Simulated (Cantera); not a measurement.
A perfectly stirred reactor is fed with C2H6 : N2 = 1 : 4.2 (molar parts), at 20.0 Torr; it is held at 1473 K, and followed from long to short residence time.

Cantera simulation using GRI-Mech 3.0 (53 species, 325 reactions); the numbers are that mechanism's predictions, not measurements. GRI-Mech 3.0 stops at C3 and has no aromatics, soot or wall deposition, so with more carbon than oxygen in the feed, carbon stays in small species such as C2H2 where larger ones or solid carbon would form. Radical loss at walls, strong at low pressure, is not modelled.

Predict: x(C2H6) at τ = 1.70 s; x(CH4) at τ = 1.70 s; x(C2H) at τ = 1.70 s; x(CH3) at τ = 1.70 s; x(HCN) at τ = 1.70 s; x(C2H6) at τ = 28.0 ms; x(CH4) at τ = 28.0 ms; x(C2H) at τ = 28.0 ms; x(CH3) at τ = 28.0 ms; x(HCN) at τ = 28.0 ms.


* **x(C2H6) at τ = 1.70 s**: 0.000312
* **x(CH4) at τ = 1.70 s**: 0.0354
* **x(C2H) at τ = 1.70 s**: 1.12e-7
* **x(CH3) at τ = 1.70 s**: 0.000411
* **x(HCN) at τ = 1.70 s**: 2.98e-7
* **x(C2H6) at τ = 28.0 ms**: 0.0118
* **x(CH4) at τ = 28.0 ms**: 0.0691
* **x(C2H) at τ = 28.0 ms**: 1.57e-7
* **x(CH3) at τ = 28.0 ms**: 0.00245
* **x(HCN) at τ = 28.0 ms**: 9.27e-8
